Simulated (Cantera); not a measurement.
Input: 1 mol SiC, 0.0041 mol H2O, 9.2 mol N2, at 1000 Pa.

Method: chemical equilibrium by Gibbs-energy minimisation in Cantera with the NASA 1993 tables (ideal gas, pure condensed phases). Candidate condensed phases: C, C6H6, C7H8, C8H18, H2O, Si, SiC, SiO2, Si2N2O, Si3N4; 151 gas species. The tables' values for SiN are old estimates; treat these amounts as uncertain. Kinetics and transport are ignored.

log p: log10 of the partial pressure in bar; n: condensed amount in mol.

| T (K) | log p N2 | log p Si | log p H | log p CO | log p SiC2 | log p HCN | n SiC(s) | n C(graphite) |
|---|---|---|---|---|---|---|---|---|
| 2023 | -2.00 | -5.25 | -5.55 | -5.36 | -7.02 | -5.83 | 0.994 | 0 |
| 2048 | -2.00 | -5.20 | -5.51 | -5.36 | -6.70 | -5.72 | 0.993 | 0 |
| 2073 | -2.00 | -5.15 | -5.49 | -5.36 | -6.39 | -5.62 | 0.992 | 0 |
| 2098 | -2.00 | -5.00 | -5.45 | -5.36 | -6.19 | -5.61 | 0.989 | [?] |
| 2123 | -2.00 | -4.84 | -5.41 | -5.36 | -5.99 | -5.60 | 0.984 | [?] |
| 2148 | -2.00 | -4.70 | -5.38 | -5.36 | -5.80 | -5.60 | 0.978 | [?] |
| 2173 | -2.00 | -4.55 | -5.35 | -5.36 | -5.62 | -5.60 | 0.968 | [?] |
| 2198 | -2.00 | -4.41 | -5.33 | -5.36 | -5.43 | -5.60 | 0.956 | [?] |

Question: Fill in the missing entries.

Answer: 
- 2098, n C(graphite): 0.00267
- 2123, n C(graphite): 0.00638
- 2148, n C(graphite): 0.0115
- 2173, n C(graphite): 0.0185
- 2198, n C(graphite): 0.0280
